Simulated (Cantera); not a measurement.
A Cantera script and its output.

```python
import numpy as np
import cantera as ct

gas = ct.Solution("gri30.yaml")
gas.TPX = 1398, 43000, {'CH4': 1, 'H2': 0.61, 'O2': 4.27, 'N2': 17.9}
reactor = ct.IdealGasReactor(gas, energy="on", clone=False)
net = ct.ReactorNet([reactor])
net.rtol, net.atol = 1e-08, 1e-16
show = ['CH4', 'H2', 'O2', 'CO2', 'O']
times = np.geomspace(8e-06, 2, 11)

steps = ct.SolutionArray(gas, extra=["t"])
rows = []
print(f"{'t/s':>10s}{'T/K':>9s}{'P/Pa':>11s}" + "".join(f"{s:>11s}" for s in show))
for t in times:
    while net.time < t:
        t_next = net.step()
        steps.append(gas.state, t=t_next)
    rows.append([np.interp(t, steps.t, y) for y in (steps.T, steps.P, *steps(*show).X.T)])
    print(f"{t:10.3e}{rows[-1][0]:9.1f}{rows[-1][1]:11.4g}" + "".join(f"{x:11.3e}" for x in rows[-1][2:]))
rate = np.gradient(steps.T, steps.t)
print("integrator steps:", len(steps.t))
if steps.T.max() > steps.T[0] + 200:
    print(f"time of steepest temperature rise: {steps.t[rate.argmax()]:.4e} s")
gas.TPX = 1398, 43000, {'CH4': 1, 'H2': 0.61, 'O2': 4.27, 'N2': 17.9}
gas.equilibrate("UV")
print(f"equilibrium (UV): T = {gas.T:.1f} K  " + "  ".join(f"{s} {gas[s].X[0]:.3e}" for s in show))
```

Output:

```
       t/s      T/K       P/Pa        CH4         H2         O2        CO2          O
 8.000e-06   1398.0    4.3e+04  4.205e-02  2.565e-02  1.796e-01  2.091e-14  5.977e-09
 2.773e-05   1398.0    4.3e+04  4.205e-02  2.565e-02  1.796e-01  1.191e-12  1.454e-08
 9.609e-05   1398.0    4.3e+04  4.205e-02  2.565e-02  1.796e-01  1.150e-10  6.866e-08
 3.330e-04   1398.6  4.302e+04  4.178e-02  2.553e-02  1.794e-01  7.189e-07  4.177e-06
 1.154e-03   2473.8  7.624e+04  1.656e-18  3.527e-03  8.135e-02  3.422e-02  7.142e-03
 4.000e-03   2521.6  7.745e+04  1.551e-18  2.670e-03  8.008e-02  3.608e-02  5.220e-03
 1.386e-02   2511.7  7.711e+04  1.445e-18  2.607e-03  7.724e-02  3.627e-02  4.891e-03
 4.804e-02   2504.8  7.688e+04  1.373e-18  2.562e-03  7.527e-02  3.639e-02  4.671e-03
 1.665e-01   2504.5  7.686e+04  1.370e-18  2.560e-03  7.518e-02  3.640e-02  4.661e-03
 5.771e-01   2504.5  7.686e+04  1.370e-18  2.560e-03  7.518e-02  3.640e-02  4.661e-03
 2.000e+00   2504.5  7.686e+04  1.370e-18  2.560e-03  7.518e-02  3.640e-02  4.661e-03
integrator steps: 1708
time of steepest temperature rise: 6.3403e-04 s
equilibrium (UV): T = 2504.5 K  CH4 1.998e-18  H2 2.560e-03  O2 7.518e-02  CO2 3.640e-02  O 4.661e-03
```

Computed with Cantera and GRI-Mech 3.0 (53 species, 325 reactions).
